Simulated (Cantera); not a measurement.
Charge: 1 mol BF3, 1 mol H2O, 0.12 mol H2, held at 0.440 bar.

These are equilibrium values from Cantera (NASA tables, ideal gas, pure condensed phases), not measurements of a reactor. Candidate condensed phases: B, B2O3, B3O3H3, H2O; 43 gas species. Gases not in the tables: H3BO3. Kinetics and transport are ignored.

Task: Which condensed phases are stable at each of these points (T (°C)): 1000, 1150, 1300, 1450, 1600, 1750, 1900?

Result: 
```json
[
 {"T (°C)": "1000", "condensed phases": "B2O3(l)", "B condensed (%)": "4.4"},
 {"T (°C)": "1150", "condensed phases": "B2O3(l)", "B condensed (%)": "2.6"},
 {"T (°C)": "1300", "condensed phases": "gas only", "B condensed (%)": "0.0"},
 {"T (°C)": "1450", "condensed phases": "gas only", "B condensed (%)": "0.0"},
 {"T (°C)": "1600", "condensed phases": "gas only", "B condensed (%)": "0.0"},
 {"T (°C)": "1750", "condensed phases": "gas only", "B condensed (%)": "0.0"},
 {"T (°C)": "1900", "condensed phases": "gas only", "B condensed (%)": "0.0"}
]
```

From 1000 °C to 1150 °C the condensed part is B2O3(l). From 1300 °C to 1900 °C nothing is condensed.
